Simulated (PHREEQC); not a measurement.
## Sulfide liquor

Solution (20 °C): 0.27 mol NaHS and 3.2e-05 mol NaHCO3 per kg of water. Closed to the air; pH follows from the charge balance.

The numbers come from PHREEQC with the ion-association model, phreeqc.dat.

Each row changes one thing in this solution. No solid was allowed to form.

```csv
case,pH,ionic strength (mol/kgw),HCO3- (mol/kgw),NaCO3- (mol/kgw),CO3-2 (mol/kgw),NaHCO3 (mol/kgw)
as made,9.70,0.270,1.45e-5,8.59e-6,7.81e-6,1.14e-6
NaHCO3 from 3.2e-05 to 4.8e-05 mol/kgw,9.69,0.270,2.18e-5,1.28e-5,1.17e-5,1.72e-6
NaHS left out,7.98,3.21e-5,3.11e-5,5.74e-11,1.28e-7,5.68e-10
NaHCO3 from 3.2e-05 to 1.6e-05 mol/kgw,9.70,0.270,7.18e-6,4.32e-6,3.93e-6,5.66e-7
NaHS from 0.27 to 0.297 mol/kgw,9.69,0.297,1.41e-5,9.02e-6,7.71e-6,1.20e-6
```
